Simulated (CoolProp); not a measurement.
R22 along the isotherm 417.4 K: density (kg/m³) from the reference equation and from simpler models built on Tc = 369.3 K, pc = 4.990 MPa, ω = 0.221; each cubic takes its own stable root.

Model: reference Helmholtz-energy equation of state, Kamei 1995, in CoolProp.

```csv
p (MPa),phase,reference
0.0237,gas,0.5911
0.0347,gas,0.8659
0.051,gas,1.274
0.0749,gas,1.872
0.11,gas,2.754
0.161,gas,4.041
0.237,gas,5.969
0.347,gas,8.784
0.51,gas,13.01
0.749,gas,19.33
1.1,gas,28.88
1.61,gas,43.40
2.37,gas,66.66
3.47,gas,104.6
5.1,supercritical,173.7
7.49,supercritical,323.5
```

How far does each simpler model (ideal gas, van der Waals, Soave-Redlich-Kwong, Peng-Robinson) lie from the reference over these 16 states: mean and median of the absolute difference, and the worst?


- ideal gas: mean 7.6 %, median 1.9 %, worst -42.3 % at 417.4 K and 7.49 MPa
- van der Waals: mean 1.0 %, median 0.0 %, worst +12.8 % at 417.4 K and 7.49 MPa
- Soave-Redlich-Kwong: mean 0.5 %, median 0.0 %, worst -5.3 % at 417.4 K and 7.49 MPa
- Peng-Robinson: mean 0.5 %, median 0.2 %, worst +2.2 % at 417.4 K and 5.1 MPa
